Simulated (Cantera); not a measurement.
A Cantera script and what it prints.

```python
import numpy as np
import cantera as ct

gas_names = """
    C CH CH2 CH3 CH2OH CH3O CH4 CH3OH CO CO2 COOH C2 C2H CHCO,ketyl C2H2,acetylene C2H2,vinylidene
    CH2CO,ketene C2H3,vinyl CH3CO,acetyl C2H4 C2H4O,ethylen CH3CHO,ethanal CH3COOH (HCOOH)2 C2H5 C2H6
    CH3OCH3 C2H5OH C2O C3 C3H3,propargyl C3H4,allene C3H4,propyne C3H4,cyclo- C3H5,allyl C3H6,propylene
    C3H6,cyclo- C3H6O C3H7,n-propyl C3H7,i-propyl C3H8 C3H8O,1propanol C3H8O,2propanol C3O2 C4 C4H2
    C4H4,1,3-cyclo- C4H6,butadiene C4H6,2-butyne C4H6,cyclo- C4H8,1-butene C4H8,cis2-buten
    C4H8,tr2-butene C4H8,isobutene C4H8,cyclo- (CH3COOH)2 C4H9,n-butyl C4H9,i-butyl C4H9,s-butyl
    C4H9,t-butyl C4H10,isobutane C4H10,n-butane C5 C5H6,1,3cyclo- C5H8,cyclo- C5H10,1-pentene
    C5H10,cyclo- C5H11,pentyl C5H11,t-pentyl C5H12,n-pentane C5H12,i-pentane CH3C(CH3)2CH3 C6H2
    C6H5,phenyl C6H5O,phenoxy C6H6 C6H5OH,phenol C6H10,cyclo- C6H12,1-hexene C6H12,cyclo- C6H13,n-hexyl
    C7H7,benzyl C7H8 C7H8O,cresol C7H14,1-heptene C7H15,n-heptyl C7H16,n-heptane C8H8,styrene
    C8H10,ethylbenz C8H16,1-octene C8H17,n-octyl C8H18,isooctane C8H18,n-octane C9H19,n-nonyl
    C10H8,naphthale C10H21,n-decyl C12H9,o-bipheny C12H10,bipheny H HCO HO2 H2 HCHO,formaldehy HCOOH H2O
    H2O2 O OH O2 O3 Si SiC SiC2 SiC4H12 SiH SiH2 SiH3 SiH4 SiO SiO2 Si2 Si2C Si3
""".split()
cond_names = """
    C(gr) C6H6(L) C7H8(L) C8H18(L),n-octa H2O(s) H2O(L) Si(cr) Si(L) SiC(b) SiO2(Lqz) SiO2(hqz) SiO2(L)
""".split()


def load(file, names, dense=False):
    # The tables refer to 1 bar. Condensed volumes are neglected.
    table = {s.name: s for s in ct.Species.list_from_file(file)}
    out = []
    for n in names:
        d = dict(table[n].input_data)
        d["thermo"] = dict(d["thermo"], **{"reference-pressure": 1e5})
        if dense:
            d["equation-of-state"] = {"model": "constant-volume", "density": "1e6 g/cm^3"}
        out.append(ct.Species.from_dict(d))
    return out


gas = ct.Solution(thermo="ideal-gas", species=load("nasa_gas.yaml", gas_names))
cond = {s.name: ct.Solution(thermo="fixed-stoichiometry", species=[s], name=s.name)
        for s in load("nasa_condensed.yaml", cond_names, dense=True)}
atoms = {
    'Si': {'Si': 1},
    'CO2': {'C': 1, 'O': 2},
    'H2': {'H': 2},
}
top_T = {'C(gr)': 4500, 'SiC(b)': 3050}  # K; cautious upper limits of use, not melting points


def equilibrate(T, P, feed):
    n = {}
    for name, mol in feed.items():
        for a, k in atoms[name].items():
            n[a] = n.get(a, 0.0) + k * mol
    gas.TPX = T, P, n
    mass = sum(n.values()) * gas.mean_molecular_weight
    gas.equilibrate("TP")
    valid = [c for c in cond.values() if c.min_temp <= T <= top_T.get(c.name, c.max_temp)]
    mix = ct.Mixture([(gas, mass / gas.mean_molecular_weight)] + [(c, 0.0) for c in valid])
    mix.T, mix.P = T, P
    mix.equilibrate("TP", solver="vcs", rtol=1e-11, max_steps=5000)
    return mix


results = []
feed = {'Si': 1, 'CO2': 0.055, 'H2': 120}  # mol
T = 1098  # K
for P in [0.1, 0.75, 5.6, 42, 320, 2400, 18000, 130000, 1000000]:
    mix = equilibrate(T, P, feed)
    results.append((T, P, feed, dict(zip(mix.species_names, mix.species_moles))))

top = {s: max(r[3][s] / sum(r[3][g] for g in gas_names) for r in results) for s in gas_names}
cols = sorted((s for s in top if top[s] > 0.0001), key=lambda s: -top[s])[:7]
seen = [c for c in cond_names if any(r[3].get(c, 0) > 1e-12 for r in results)]
print("log10 of partial pressures in bar; condensed amounts in mol")
print(f"{'P/Pa':>10s}" + "".join(f"{s[:9]:>10s}" for s in cols + seen))
for T, P, feed, n in results:
    ng = sum(n[g] for g in gas_names)
    print(f"{P:10.4g}" + "".join(f"{np.log10(max(n[s] / ng * P / 1e5, 1e-99)):10.3f}" for s in cols)
          + "".join(f"{n.get(c, 0):10.4g}" for c in seen))
```

Output:

```
log10 of partial pressures in bar; condensed amounts in mol
      P/Pa        H2       SiO       CH4    Si(cr)    SiC(b) SiO2(hqz)
       0.1    -6.000    -9.040   -16.507    0.8358   0.05459         0
      0.75    -5.125    -8.165   -14.756    0.8358   0.05459         0
       5.6    -4.252    -7.667   -13.010    0.8672   0.05483   0.03185
        42    -3.377    -7.667   -11.259     0.887   0.05498   0.05191
       320    -2.495    -7.667    -9.495    0.8896   0.05498   0.05459
      2400    -1.620    -7.667    -7.745      0.89   0.05491   0.05495
   1.8e+04    -0.745    -7.667    -5.995    0.8907   0.05433   0.05499
   1.3e+05     0.114    -7.667    -4.278    0.8948   0.05013     0.055
     1e+06     1.000    -7.667    -2.506    0.9268   0.01759     0.055
```

These are equilibrium values from Cantera (NASA tables, ideal gas, pure condensed phases), not measurements of a reactor. Mutual solubility and eutectic melting of coexisting phases are not modelled.
